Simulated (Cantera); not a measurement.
## Ignition delay

Mixture: 22.5 % CO, 3.38 % H2, 15.6 % O2, 58.5 % N2, equivalence ratio 0.83, at 100000 Pa, adiabatic and at constant pressure. Ignition delay is the time to a rise of 400 K.

Cantera simulation using GRI-Mech 3.0 (53 species, 325 reactions); the numbers are that mechanism's predictions, not measurements. Below about 950 K walls govern HO2 and H2O2 in real vessels. Where the delays flatten at high temperature, the 400 K rule measures the pace of heat release, not the induction time.

```tsv
T0 (K)	delay (ms)
850	351
950	2.36
1050	0.287
1150	0.142
1250	0.0970
1350	0.0773
1450	0.0685
1550	0.0659
1650	0.0678
```
